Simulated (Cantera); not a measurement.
C6H6 + O2 + N2 (carbon deposition, reforming and gasification)

Input: 1 mol C6H6, 0.56 mol O2, 12 mol N2, at 34.0 mbar.

Equilibrium computed with Cantera from the NASA thermochemical tables; the gas is ideal and each condensed phase is pure. Candidate condensed phases: C, C6H6, C7H8, C8H18, H2O; 136 gas species. Equilibrium is a limit: real reactors are often held back by kinetics, nucleation or transport.

```json
[
 {"T (K)": "1675", "x N2": "0.744", "x H2": "0.185", "x CO": "0.0695", "x HCN": "0.00118", "n C(graphite)": "4.86"},
 {"T (K)": "1725", "x N2": "0.743", "x H2": "0.185", "x CO": "0.0695", "x HCN": "0.00155", "n C(graphite)": "4.85"},
 {"T (K)": "1775", "x N2": "0.743", "x H2": "0.185", "x CO": "0.0695", "x HCN": "0.00201", "n C(graphite)": "4.85"},
 {"T (K)": "1825", "x N2": "0.743", "x H2": "0.184", "x CO": "0.0694", "x HCN": "0.00256", "n C(graphite)": "4.84"},
 {"T (K)": "1875", "x N2": "0.742", "x H2": "0.183", "x CO": "0.0694", "x HCN": "0.00322", "n C(graphite)": "4.82"},
 {"T (K)": "1925", "x N2": "0.741", "x H2": "0.183", "x CO": "0.0694", "x HCN": "0.00399", "n C(graphite)": "4.81"},
 {"T (K)": "1975", "x N2": "0.741", "x H2": "0.182", "x CO": "0.0694", "x HCN": "0.00489", "n C(graphite)": "4.79"},
 {"T (K)": "2025", "x N2": "0.740", "x H2": "0.180", "x CO": "0.0693", "x HCN": "0.00593", "n C(graphite)": "4.77"}
]
```
x: gas mole fraction; n: condensed amount in mol.

From 1675 K to 2025 K the condensed part is C(graphite). The main C-bearing gas is CO throughout. The share of C in condensed phases is highest at 1675 K (81.0 %) and lowest at 2025 K (79.6 %).
